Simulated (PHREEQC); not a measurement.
Consider water at 90 °C with 0.067 mol/kgw NaOH, 0.0098 mol/kgw CO2 and 0.11 mol/kgw Na2CO3. Closed to the air; pH follows from the charge balance.

Computed with PHREEQC (ion-association model, phreeqc.dat).

```json
[
 {"quantity": "pH", "before": "10.92", "after": "10.91"},
 {"quantity": "ionic strength (mol/kgw)", "before": "0.184", "after": "0.243"},
 {"quantity": "Na+ (mol/kgw)", "before": "0.176", "after": "0.233"},
 {"quantity": "CO3-2 (mol/kgw)", "before": "0.00834", "after": "0.0103"},
 {"quantity": "HCO3- (mol/kgw)", "before": "0.000517", "after": "0.000612"}
]
```

What was changed between the two runs?
(A) temperature from 90 to 70 °C
(B) diluted 2-fold with water
(C) CO2 from 0.0098 to 0.0049 mol/kgw
(D) Na2CO3 left out
(E) Na2CO3 from 0.11 to 0.165 mol/kgw

E, Na2CO3 from 0.11 to 0.165 mol/kgw

Precipitation was switched off in this run. Away from 25 °C the constants follow the database's enthalpies or fits; those with neither stay at their 25 °C values.
